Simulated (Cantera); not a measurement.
A freely propagating, adiabatic, planar premixed flame of CH4 : C2H6 : O2 : N2 = 1 : 0.045 : 1.66 : 6.24 (molar parts), equivalence ratio 1.3, unburnt at 675 K and 10.0 bar; unity-Lewis-number transport, grid criteria slope 0.08 and curve 0.16, no radiation.

Computed with Cantera and GRI-Mech 3.0 (53 species, 325 reactions). Unity Lewis numbers drop preferential diffusion, which matters most where H2 and H carry the flame. Burning velocities carry a grid error of a few per cent, more on coarse grids.

x: mole fraction of selected species; z is measured from the peak of heat release.

| z (mm) | T (K) | u (m/s) | x CH4 | x C2H6 | x O2 | x CH2 | x H | x H2O |
|---|---|---|---|---|---|---|---|---|
| -0.272 | 677 | 0.390 | 0.112 | 0.00502 | 0.185 | <1e-8 | <1e-8 | 0.000220 |
| -0.181 | 689 | 0.397 | 0.111 | 0.00499 | 0.184 | <1e-8 | <1e-8 | 0.00152 |
| -0.136 | 722 | 0.417 | 0.108 | 0.00488 | 0.181 | <1e-8 | <1e-8 | 0.00523 |
| -0.0907 | 873 | 0.507 | 0.0973 | 0.00439 | 0.164 | <1e-8 | 2.08e-8 | 0.0225 |
| -0.0453 | 1367 | 0.808 | 0.0591 | 0.00271 | 0.107 | 2.93e-8 | 7.19e-6 | 0.0818 |
| -0.0227 | 1764 | 1.06 | 0.0284 | 0.00113 | 0.0599 | 3.10e-6 | 0.000137 | 0.130 |
| 0 | 2116 | 1.29 | 0.00580 | 6.38e-5 | 0.0192 | 4.41e-5 | 0.00128 | 0.170 |
| 0.0227 | 2261 | 1.38 | [?] | [?] | [?] | [?] | 0.00278 | 0.181 |
| 0.0453 | 2298 | 1.40 | 7.87e-5 | 1.26e-8 | 0.000886 | 4.33e-6 | 0.00277 | 0.183 |
| 0.0907 | 2318 | 1.42 | 6.47e-6 | <1e-8 | 0.000138 | 2.44e-7 | 0.00186 | 0.183 |
| 0.181 | 2328 | 1.42 | 6.00e-7 | <1e-8 | 3.25e-5 | 1.04e-8 | 0.00109 | 0.184 |
| 0.363 | 2331 | 1.42 | 4.70e-8 | <1e-8 | 1.51e-5 | <1e-8 | 0.000789 | 0.184 |
| 0.725 | 2332 | 1.42 | <1e-8 | <1e-8 | [?] | <1e-8 | 0.000737 | 0.184 |

Question: Some entries are withheld; supply them.

Answer: 
- 0.0227, x CH4: 0.000586
- 0.0227, x C2H6: 7.11e-7
- 0.0227, x O2: 0.00390
- 0.0227, x CH2: 2.45e-5
- 0.725, x O2: 1.28e-5
